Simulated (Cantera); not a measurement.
Feed: 1 mol SiCl4, 0.86 mol H2, 3.5 mol HCl, at 1575 K and 22.0 bar.

Equilibrium computed with Cantera from the NASA thermochemical tables; the gas is ideal and each condensed phase is pure. Candidate condensed phases: Si; 19 gas species. The tables' values for SiCl3 are old estimates; treat these amounts as uncertain. Rates play no part.

Base state: HCl 0.663, SiCl4 0.175, H2 0.151, SiHCl3 0.00534, SiCl3 0.00532, SiCl2 0.000423, SiH2Cl2 2.69e-5, Cl 1.20e-5 (mole fractions); condensed: gas only.

Problem. What changes in the equilibrium state with this change: H2 from 0.86 to 0.43 mol?

Solution. 
```json
[
 {"species": "HCl", "before": "0.663", "after": "0.716"},
 {"species": "SiCl4", "before": "0.175", "after": "0.195"},
 {"species": "H2", "before": "0.151", "after": "0.0818"},
 {"species": "SiH2Cl2", "before": "2.69e-5", "after": "7.49e-6"},
 {"species": "SiCl2", "before": "0.000423", "after": "0.000218"},
 {"species": "SiHCl3", "before": "0.00534", "after": "0.00298"}
]
```
